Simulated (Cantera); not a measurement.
## Premixed flame

A freely propagating, adiabatic, planar premixed flame of 12.0 % CH₄, 21.8 % O₂, 63.2 % N₂, 3.00 % CO₂, equivalence ratio 1.1, unburnt at 323 K and 2.96 atm; mixture-averaged transport, grid criteria slope 0.08 and curve 0.16, no radiation.

Detailed kinetics in Cantera: GRI-Mech 3.0 (53 species, 325 reactions). Burning velocities carry a grid error of a few per cent, more on coarse grids.

```tsv
z (mm)	T (K)	u (m/s)	x CH₄	x O₂	x CO₂	x HCO	x CH₂CO	x HCN
-0.466	323	0.395	0.120	0.218	0.0300	<1e-8	<1e-8	<1e-8
-0.311	325	0.398	0.119	0.218	0.0299	<1e-8	1.42e-8	<1e-8
-0.233	335	0.411	0.118	0.216	0.0299	<1e-8	1.30e-7	<1e-8
-0.155	426	0.527	0.112	0.209	0.0300	<1e-8	3.08e-6	1.24e-7
-0.0777	985	1.24	0.0743	0.160	0.0362	3.53e-7	6.83e-5	1.74e-6
-0.0388	1482	1.89	0.0387	0.107	0.0467	1.05e-5	0.000192	4.09e-6
0	1917	2.46	0.00790	0.0513	0.0630	3.92e-5	0.000167	7.61e-6
0.0388	2090	2.68	0.000406	0.0227	0.0796	1.16e-5	1.81e-5	6.23e-6
0.0777	2147	2.74	1.09e-5	0.0141	0.0904	6.63e-7	6.13e-7	2.32e-6
0.155	2213	2.81	1.41e-8	0.00964	0.0987	1.19e-7	<1e-8	2.80e-7
0.311	2282	2.88	<1e-8	0.00666	0.103	7.01e-8	<1e-8	<1e-8
0.621	2342	2.95	<1e-8	0.00415	0.107	3.97e-8	<1e-8	<1e-8
1.24	2378	2.99	<1e-8	0.00256	0.109	2.49e-8	<1e-8	<1e-8
```
x: mole fraction of selected species; z is measured from the peak of heat release.

| Item | Value |
|---|---|
| laminar burning velocity | 39.4 cm/s |
| thermal thickness | 0.155 mm |
| peak x(HCO) | 3.94e-5 |
| peak x(CH₂CO) | 0.000229 |
| peak x(HCN) | 8.14e-6 |
| grid points | 153 |
